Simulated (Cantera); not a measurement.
## Moist CO burnout

A perfectly stirred reactor is fed with CO : O2 : H2O : N2 = 0.014 : 0.021 : 0.0019 : 1 (molar parts), equivalence ratio 0.33, at 4.93 atm; it is held at 1398 K, and followed from long to short residence time.

Cantera simulation using GRI-Mech 3.0 (53 species, 325 reactions); the numbers are that mechanism's predictions, not measurements.

```json
[
 {"τ (s)": "0.47", "x CO": "0.000161", "x O2": "0.0137", "x H2O": "0.00184", "x OH": "1.28e-5", "x NO2": "2.11e-7", "x CO2": "0.0134", "x O": "6.18e-6"},
 {"τ (s)": "0.19", "x CO": "0.000308", "x O2": "0.0137", "x H2O": "0.00183", "x OH": "1.62e-5", "x NO2": "1.98e-7", "x CO2": "0.0133", "x O": "1.11e-5"},
 {"τ (s)": "0.075", "x CO": "0.000591", "x O2": "0.0139", "x H2O": "0.00183", "x OH": "2.07e-5", "x NO2": "1.53e-7", "x CO2": "0.0130", "x O": "2.04e-5"},
 {"τ (s)": "0.030", "x CO": "0.00110", "x O2": "0.0141", "x H2O": "0.00182", "x OH": "2.64e-5", "x NO2": "9.94e-8", "x CO2": "0.0125", "x O": "3.67e-5"},
 {"τ (s)": "0.012", "x CO": "0.00199", "x O2": "0.0145", "x H2O": "0.00181", "x OH": "3.34e-5", "x NO2": "5.66e-8", "x CO2": "0.0116", "x O": "6.44e-5"},
 {"τ (s)": "0.0048", "x CO": "0.00344", "x O2": "0.0152", "x H2O": "0.00180", "x OH": "4.17e-5", "x NO2": "2.99e-8", "x CO2": "0.0101", "x O": "0.000108"},
 {"τ (s)": "0.0019", "x CO": "0.00558", "x O2": "0.0163", "x H2O": "0.00179", "x OH": "5.00e-5", "x NO2": "1.48e-8", "x CO2": "0.00797", "x O": "0.000169"},
 {"τ (s)": "0.00078", "x CO": "0.00814", "x O2": "0.0175", "x H2O": "0.00177", "x OH": "5.55e-5", "x NO2": "6.75e-9", "x CO2": "0.00539", "x O": "0.000229"}
]
```
x: mole fraction; the columns are a selection and need not sum to one.
